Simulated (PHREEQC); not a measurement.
Make-up at 55 °C: 0.0017 mol/kgw CuCl2, 0.0024 mol/kgw H2SO4 and 0.046 mol/kgw Na2SO4. Closed to the air; pH follows from the charge balance.

The numbers come from PHREEQC with the ion-association model, wateq4f.dat.

Precipitation was switched off in this run.

Task: What pH, ionic strength does the model give?

Result: pH 2.98; ionic strength 0.127 mol/kgw.

Task: In which forms is S present?

Result: SO4-2 78 %, NaSO4- 13 %, HSO4- 7.2 %, CuSO4 1.8 % of the S.

Away from 25 °C the constants follow the database's enthalpies or fits; those with neither stay at their 25 °C values.
